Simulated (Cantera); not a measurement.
# Equilibrium for hydrogen reduction and annealing atmospheres: Fe₂O₃ + H₂ + N₂

Feed: 1 mol Fe₂O₃, 1.1 mol H₂, 0.41 mol N₂, at 802 °C and 0.0250 bar.

Cantera equilibrium calculation (NASA polynomials, part measured and part estimated; ideal gas, pure solids and liquids). Candidate condensed phases: Fe, FeO, Fe(OH)₂, Fe(OH)₃, Fe₂O₃, Fe₃O₄, H₂O; 27 gas species. The tables' stoichiometric FeO is somewhat more stable than real wüstite, so its field is too wide. FeO: taken at fixed stoichiometry. Equilibrium is a limit: real reactors are often held back by kinetics, nucleation or transport.

```json
{
 "x(H₂O)": "0.662",
 "x(N₂)": "0.272",
 "x(H₂)": "0.0662",
 "n(FeO(s))": "2.00 mol",
 "gas_amount": "1.510 mol",
 "log10 activity of Fe(α) (absent)": "-1.67",
 "log10 activity of Fe(OH)₂(s) (absent)": "-6.78",
 "log10 activity of Fe(OH)₃(s) (absent)": "-11.94"
}
```
